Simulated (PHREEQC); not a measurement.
Ultrapure water in contact with air or piping

Model water analysis in mg/L, 16 °C, pH 5.69, pe 8.7:

```json
[
 {"constituent": "Na", "mg/L": "0.0819"},
 {"constituent": "K", "mg/L": "0.00645"},
 {"constituent": "Ca", "mg/L": "0.167"},
 {"constituent": "Mg", "mg/L": "0.109"},
 {"constituent": "Cl", "mg/L": "0.529"},
 {"constituent": "S(6) as SO4", "mg/L": "0.0512"},
 {"constituent": "Alkalinity as HCO3", "mg/L": "0.327"},
 {"constituent": "B", "mg/L": "0.000123"},
 {"constituent": "Si as SiO2", "mg/L": "0.0142"},
 {"constituent": "F", "mg/L": "4.77e-05"},
 {"constituent": "Cd", "mg/L": "0.000803"}
]
```

Valence states are taken as typed.

Model: ion-association model, phreeqc.dat, run in PHREEQC.

Each row changes one thing in this solution. No solid was allowed to form.

```
case                                               CO2 (mol/kgw)  HCO3- (mol/kgw)  MgSO4 (mol/kgw)  MgHCO3+ (mol/kgw)  CaSO4 (mol/kgw)  CaHCO3+ (mol/kgw)  SI of Quartz (SiO2)
-------------------------------------------------  -------------  ---------------  ---------------  -----------------  ---------------  -----------------  -------------------
as made                                                  3.87e-5          7.41e-6         4.18e-10           3.67e-10         3.49e-10           3.25e-10                -2.51
temperature from 16 to 10 °C at the same typed pH            ___          7.41e-6         3.54e-10           3.63e-10              ___           2.80e-10                -2.41
pH from 5.69 to 6.69 at the same alkalinity              2.89e-6          5.54e-6              ___           2.74e-10         3.50e-10           2.43e-10                -2.51
Cd from 0.000803 to 0.000402 mg/L                        3.87e-5          7.41e-6         4.18e-10           3.67e-10         3.49e-10           3.25e-10                -2.51
```

Question: What belongs in the gaps?

Answer: 
- temperature from 16 to 10 °C at the same typed pH, CO2 (mol/kgw): 4.37e-5
- temperature from 16 to 10 °C at the same typed pH, CaSO4 (mol/kgw): 3.33e-10
- pH from 5.69 to 6.69 at the same alkalinity, MgSO4 (mol/kgw): 4.19e-10

Species that the database lacks are ignored. Away from 25 °C the constants follow the database's enthalpies or fits; those with neither stay at their 25 °C values. SiF6-2 is the database's only silicon fluoride. Real BF4- forms and hydrolyses slowly; the run takes it at equilibrium.
